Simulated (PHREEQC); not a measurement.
Make-up at 15 °C: 0.03 mol/kgw HCl and 0.094 mol/kgw KCl. Closed to the air; pH follows from the charge balance.

All values are PHREEQC results (ion-association model, phreeqc.dat), not measurements.

| quantity | before | after |
|---|---|---|
| pH | 1.61 | 2.56 |
| SI of Sylvite (KCl) | -3.03 | -4.88 |

Problem. Name the change that produced these shifts.
A) diluted 2-fold with water
B) diluted 10-fold with water
C) HCl replaced by (CH3)4NCl at the same molality
D) diluted 5-fold with water
E) HCl from 0.03 to 0.027 mol/kgw

Solution. B, diluted 10-fold with water

This is a speciation only: nothing precipitates in the calculation.
